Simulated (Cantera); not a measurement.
# Reactions in the system Cl-N-Si

Source: NASA polynomial tables (part measured, part estimated), evaluated in Cantera. Values are per mole of reaction as written; species without (g) are pure solids or liquids, kept so even where they would boil at 1 bar.

3 SiCl4(g) + 4 N(g) ⇌ 6 Cl2(g) + Si3N4

```csv
T (K),ΔH° (kJ),ΔS° (J/K),ΔG° (kJ),log10 K
873,-670.9,-201.5,-495.0,29.62
948,-672.6,-203.4,-479.8,26.44
1023,-674.0,-204.8,-464.5,23.72
1098,-675.2,-205.9,-449.1,21.36
1173,-676.1,-206.7,-433.6,19.31
1248,-676.8,-207.3,-418.1,17.50
1323,-677.3,-207.7,-402.5,15.89
1398,-677.6,-207.9,-386.9,14.46
1473,-677.7,-208.0,-371.3,13.17
1548,-677.7,-208.0,-355.7,12.00
```

2 SiCl2(g) ⇌ SiCl4(g) + Si

```
T (K)  ΔH° (kJ)  ΔS° (J/K)  ΔG° (kJ)  log10 K
-----  --------  ---------  --------  -------
873      -317.5     -198.8    -144.0     8.61
948      -316.2     -197.4    -129.1     7.11
1023     -314.9     -196.1    -114.3     5.84
1098     -313.6     -194.8     -99.7     4.74
1173     -312.2     -193.6     -85.1     3.79
1248     -310.8     -192.4     -70.7     2.96
1323     -309.4     -191.3     -56.3     2.22
1398     -307.9     -190.2     -42.0     1.57
1473     -306.4     -189.2     -27.7     0.98
1548     -305.0     -188.2     -13.6     0.46
```
